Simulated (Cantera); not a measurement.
An adiabatic, constant-pressure homogeneous reactor starts with H₂ : O₂ : N₂ : NO = 1 : 0.385 : 1.45 : 0.013 (molar parts), at 1448 K and 850000 Pa. Integrator tolerance rtol = 1e-08.

Computed with Cantera and GRI-Mech 3.0 (53 species, 325 reactions). The hydrogen kinetics of GRI-Mech 3.0 are dated; newer H2 mechanisms differ, most at raised pressure. Above 3000 K some thermodynamic fits are extrapolated.

Q: What does this change do: initial temperature 1448 to 1350 K?

A: 
```tsv
quantity	before	after
time of steepest temperature rise	2.09 µs	3.39 µs
temperature at 0.100 s	3040 K	2998 K
equilibrium temperature	3040 K	2998 K
x(H₂) at 0.100 s	0.0979 (gas-phase equilibrium 0.0979)	0.0962 (gas-phase equilibrium 0.0962)
x(O₂) at 0.100 s	0.00255 (gas-phase equilibrium 0.00255)	0.00208 (gas-phase equilibrium 0.00208)
x(NO) at 0.100 s	0.00473 (gas-phase equilibrium 0.00473)	0.00407 (gas-phase equilibrium 0.00407)
x(N₂O) at 0.100 s	6.68e-7 (gas-phase equilibrium 6.68e-7)	5.75e-7 (gas-phase equilibrium 5.75e-7)
x(OH) at 0.100 s	0.0188 (gas-phase equilibrium 0.0188)	0.0165 (gas-phase equilibrium 0.0165)
```
The mechanism lacks 2 NO + O2 → 2 NO2 and HONO, so NO2 and the effect of NO are under-described below about 1400 K.

Q: What does this change do: constant volume in place of constant pressure?

A: 
```json
[
 {"quantity": "time of steepest temperature rise", "before": "2.09 µs", "after": "2.02 µs"},
 {"quantity": "temperature at 0.100 s", "before": "3040 K", "after": "3241 K"},
 {"quantity": "equilibrium temperature", "before": "3040 K", "after": "3241 K"},
 {"quantity": "x(H₂) at 0.100 s", "before": "0.0979 (gas-phase equilibrium 0.0979)", "after": "0.103 (gas-phase equilibrium 0.103)"},
 {"quantity": "x(O₂) at 0.100 s", "before": "0.00255 (gas-phase equilibrium 0.00255)", "after": "0.00356 (gas-phase equilibrium 0.00356)"},
 {"quantity": "x(NO) at 0.100 s", "before": "0.00473 (gas-phase equilibrium 0.00473)", "after": "0.00695 (gas-phase equilibrium 0.00695)"},
 {"quantity": "x(N₂O) at 0.100 s", "before": "6.68e-7 (gas-phase equilibrium 6.68e-7)", "after": "1.40e-6 (gas-phase equilibrium 1.40e-6)"},
 {"quantity": "x(OH) at 0.100 s", "before": "0.0188 (gas-phase equilibrium 0.0188)", "after": "0.0249 (gas-phase equilibrium 0.0249)"}
]
```
